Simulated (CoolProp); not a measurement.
Properties of R227EA along the isobar 127 bar.

The numbers come from the reference Helmholtz-energy equation of state, Lemmon 2016 in CoolProp.

```json
[
 {"T (K)": "196.3", "phase": "liquid", "speed of sound (m/s)": "901.9", "Joule-Thomson coefficient (K/MPa)": "-0.4067", "viscosity (µPa s)": "1180", "fugacity coefficient": "0.0004504"},
 {"T (K)": "236.1", "phase": "liquid", "speed of sound (m/s)": "746.5", "Joule-Thomson coefficient (K/MPa)": "-0.3508", "viscosity (µPa s)": "648", "fugacity coefficient": "0.005668"},
 {"T (K)": "276", "phase": "liquid", "speed of sound (m/s)": "604.3", "Joule-Thomson coefficient (K/MPa)": "-0.2735", "viscosity (µPa s)": "395", "fugacity coefficient": "0.02918"},
 {"T (K)": "315.8", "phase": "liquid", "speed of sound (m/s)": "479.6", "Joule-Thomson coefficient (K/MPa)": "-0.1574", "viscosity (µPa s)": "254", "fugacity coefficient": "0.08787"},
 {"T (K)": "355.6", "phase": "liquid", "speed of sound (m/s)": "371.1", "Joule-Thomson coefficient (K/MPa)": "0.03447", "viscosity (µPa s)": "167", "fugacity coefficient": "0.1883"},
 {"T (K)": "395.4", "phase": "supercritical", "speed of sound (m/s)": "281.2", "Joule-Thomson coefficient (K/MPa)": "0.3653", "viscosity (µPa s)": "111", "fugacity coefficient": "0.3203"},
 {"T (K)": "435.2", "phase": "supercritical", "speed of sound (m/s)": "217.2", "Joule-Thomson coefficient (K/MPa)": "0.8805", "viscosity (µPa s)": "73.1", "fugacity coefficient": "0.4621"},
 {"T (K)": "475", "phase": "supercritical", "speed of sound (m/s)": "185.6", "Joule-Thomson coefficient (K/MPa)": "1.371", "viscosity (µPa s)": "51.4", "fugacity coefficient": "0.5921"}
]
```

Viscosity comes from a separate model (Huber 2003), an estimate that may be off by 10 % or more.
